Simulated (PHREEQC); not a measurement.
PHREEQC input (ion-association model, wateq4f.dat):

```
SOLUTION_MASTER_SPECIES
  An  An-  0  An  62.0  # stands for a non-complexing anion
SOLUTION_SPECIES
  An- = An-
    -log_k 0
    -gamma 3.0 0
PHASES
  Fix_H+
    H+ = H+
    -log_k 0
SOLUTION 1
  temp 25
  units mmol/kgw
  pH 7 charge
  Na 5
  An 5
END
SELECTED_OUTPUT 1
  -reset false
  -pH true
  -pe true
  -ionic_strength true
  -water true
  -totals Na
  -molalities Hfo_wOH Hfo_wOH2+ Hfo_wO- Hfo_sOH Hfo_sOH2+ Hfo_sO-
USER_PUNCH 1
  -headings sigma psi
  10 PUNCH EDL("sigma", "Hfo"), EDL("psi", "Hfo")
PRINT
  -reset false
USE solution 1
SURFACE 1
  Hfo_wOH 3.14607e-05 600 0.014
  Hfo_sOH 7.86517e-07
EQUILIBRIUM_PHASES 1
  Fix_H+ -4 HAn 10
    -force_equality true
  O2(g) -0.68 10
END
# ... the last block is repeated for the other 12 points of pH, with NaOH or the acid as the point needs
```

Selected output (columns that matter, 13 of 13 rows; pH added in front):

```
pH	mu	Na	m_Hfo_wOH	m_Hfo_wOH2+	m_Hfo_wO-	m_Hfo_sOH	m_Hfo_sOH2+	m_Hfo_sO-	sigma	psi
4	0.0051151	0.005	1.5309e-05	1.5812e-05	3.3954e-07	3.8272e-07	3.9531e-07	8.4885e-09	0.18218	0.19379
4.5	0.0050396	0.005	1.8953e-05	1.1811e-05	6.9679e-07	4.7383e-07	2.9526e-07	1.742e-08	0.13086	0.1772
5	0.0050146	0.005	2.1429e-05	8.8423e-06	1.1897e-06	5.3572e-07	2.2106e-07	2.9742e-08	0.090106	0.15821
5.5	0.005006	0.005	2.2888e-05	6.8112e-06	1.7619e-06	5.7219e-07	1.7028e-07	4.4047e-08	0.059453	0.13703
6	0.0050027	0.005	2.3631e-05	5.5073e-06	2.3228e-06	5.9076e-07	1.3768e-07	5.807e-08	0.037496	0.11373
6.5	0.0050013	0.005	2.396e-05	4.7059e-06	2.7947e-06	5.99e-07	1.1765e-07	6.9867e-08	0.022503	0.088548
7	0.0050007	0.005	2.409e-05	4.2201e-06	3.1503e-06	6.0226e-07	1.055e-07	7.8759e-08	0.012596	0.061908
7.5	0.0050003	0.005	2.4137e-05	3.9151e-06	3.4089e-06	6.0342e-07	9.7877e-08	8.5223e-08	0.0059599	0.034307
8	0.005001	0.005001	2.415e-05	3.6981e-06	3.6128e-06	6.0374e-07	9.2453e-08	9.032e-08	0.0010047	0.0062073
8.5	0.0050036	0.0050037	2.4145e-05	3.5024e-06	3.8132e-06	6.0363e-07	8.7561e-08	9.533e-08	-0.003659	-0.021979
9	0.0050112	0.0050116	2.4117e-05	3.2735e-06	4.0703e-06	6.0292e-07	8.1837e-08	1.0176e-07	-0.0093823	-0.04985
9.5	0.005035	0.0050357	2.4032e-05	2.9633e-06	4.465e-06	6.0081e-07	7.4082e-08	1.1163e-07	-0.017683	-0.07696
10	0.0051095	0.0051108	2.3805e-05	2.5357e-06	5.1197e-06	5.9513e-07	6.3394e-08	1.2799e-07	-0.030424	-0.10278
```
